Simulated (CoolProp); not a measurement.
Model: reference Helmholtz-energy equation of state, Bücker 2006, in CoolProp.

For ethane, give the phase and the density (kg/m³), cp (kJ/(kg K)), cv (kJ/(kg K)), isothermal compressibility (1/MPa) at 155.3 K and 0.385 bar.


- 155.3 K and 0.385 bar: liquid; density 579, cp 2.35, cv 1.44, isothermal compressibility 0.00119
